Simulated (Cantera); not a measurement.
Input (Python, Cantera):

```python
import numpy as np
import cantera as ct

gas = ct.Solution("gri30.yaml")
gas.TPX = 1923, 101325, {'CH4': 1, 'CO2': 0.3}
reactor = ct.IdealGasConstPressureReactor(gas, energy="off", clone=False)
net = ct.ReactorNet([reactor])
net.rtol, net.atol = 1e-08, 1e-18
show = ['CH4', 'CO2', 'C2H2', 'H2', 'CH2CO', 'C2H4']
times = np.geomspace(3e-05, 5, 13)

steps = ct.SolutionArray(gas, extra=["t"])
rows = []
print(f"{'t/s':>10s}{'T/K':>9s}{'P/Pa':>11s}" + "".join(f"{s:>11s}" for s in show))
for t in times:
    while net.time < t:
        t_next = net.step()
        steps.append(gas.state, t=t_next)
    rows.append([np.interp(t, steps.t, y) for y in (steps.T, steps.P, *steps(*show).X.T)])
    print(f"{t:10.3e}{rows[-1][0]:9.1f}{rows[-1][1]:11.4g}" + "".join(f"{x:11.3e}" for x in rows[-1][2:]))
rate = np.gradient(steps.T, steps.t)
print("integrator steps:", len(steps.t))
if steps.T.max() > steps.T[0] + 200:
    print(f"time of steepest temperature rise: {steps.t[rate.argmax()]:.4e} s")
gas.TPX = 1923, 101325, {'CH4': 1, 'CO2': 0.3}
gas.equilibrate("TP")
print(f"equilibrium (TP): T = {gas.T:.1f} K  " + "  ".join(f"{s} {gas[s].X[0]:.3e}" for s in show))
```

Result:

```
       t/s      T/K       P/Pa        CH4        CO2       C2H2         H2      CH2CO       C2H4
 3.000e-05   1923.0  1.013e+05  7.185e-01  2.265e-01  7.909e-04  2.972e-02  2.815e-08  9.230e-03
 8.171e-05   1923.0  1.013e+05  5.635e-01  2.078e-01  2.031e-02  1.475e-01  1.101e-06  3.820e-02
 2.226e-04   1923.0  1.013e+05  3.443e-01  1.665e-01  9.635e-02  3.350e-01  1.216e-05  2.389e-02
 6.062e-04   1923.0  1.013e+05  1.819e-01  1.165e-01  1.571e-01  4.572e-01  3.425e-05  5.947e-03
 1.651e-03   1923.0  1.013e+05  7.862e-02  5.373e-02  1.878e-01  5.024e-01  6.484e-05  2.002e-03
 4.497e-03   1923.0  1.013e+05  3.111e-02  1.105e-02  1.945e-01  5.179e-01  7.857e-05  1.243e-03
 1.225e-02   1923.0  1.013e+05  1.810e-02  5.600e-03  1.805e-01  5.499e-01  5.479e-05  1.109e-03
 3.336e-02   1923.0  1.013e+05  1.293e-02  3.244e-03  1.568e-01  5.874e-01  2.459e-05  1.002e-03
 9.086e-02   1923.0  1.013e+05  7.632e-03  8.599e-04  1.378e-01  6.184e-01  5.722e-06  9.106e-04
 2.475e-01   1923.0  1.013e+05  4.702e-03  3.233e-05  1.323e-01  6.292e-01  6.329e-07  8.840e-04
 6.740e-01   1923.0  1.013e+05  4.525e-03  9.856e-08  1.321e-01  6.297e-01  4.406e-07  8.832e-04
 1.836e+00   1923.0  1.013e+05  4.525e-03  9.359e-08  1.321e-01  6.297e-01  4.406e-07  8.832e-04
 5.000e+00   1923.0  1.013e+05  4.525e-03  9.359e-08  1.321e-01  6.297e-01  4.406e-07  8.832e-04
integrator steps: 1719
equilibrium (TP): T = 1923.0 K  CH4 4.525e-03  CO2 9.388e-08  C2H2 1.321e-01  H2 6.297e-01  CH2CO 4.406e-07  C2H4 8.832e-04
```

Cantera simulation using GRI-Mech 3.0 (53 species, 325 reactions); the numbers are that mechanism's predictions, not measurements. GRI-Mech 3.0 stops at C3 and has no aromatics, soot or wall deposition, so with more carbon than oxygen in the feed, carbon stays in small species such as C2H2 where larger ones or solid carbon would form.
